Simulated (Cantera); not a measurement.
Charge: 1 mol SiH4, 0.23 mol O2, 0.53 mol H2, equilibrated at 0.130 bar.

Method: chemical equilibrium by Gibbs-energy minimisation in Cantera with the NASA 1993 tables (ideal gas, pure condensed phases). Candidate condensed phases: H2O, Si, SiO2; 18 gas species. Mutual solubility and eutectic melting of coexisting phases are not modelled. The tables hold silica as quartz up to 1696 K and as liquid above; real silica turns to tridymite and cristobalite and melts near 1996 K. Gases not in the tables: Si2H6 and higher silanes. Rates play no part. All values below are at 1675 K.

Base state: H2 0.931, SiO 0.0684, H 0.000311, H2O 1.64e-5, SiH2 1.05e-5 (mole fractions); condensed: Si(s) + SiO2(β-quartz).

What changes in the equilibrium state with this change: O2 from 0.23 to 0.064 mol?


```
species                before     after
-------------------  --------  --------
H2                      0.931     0.952
SiO                    0.0684    0.0481
H                    0.000311  0.000314
H2O                   1.64e-5   1.18e-5
SiH2                  1.05e-5   1.07e-5
Si(s), mol              0.677     0.872
SiO2(β-quartz), mol     0.137         0
```
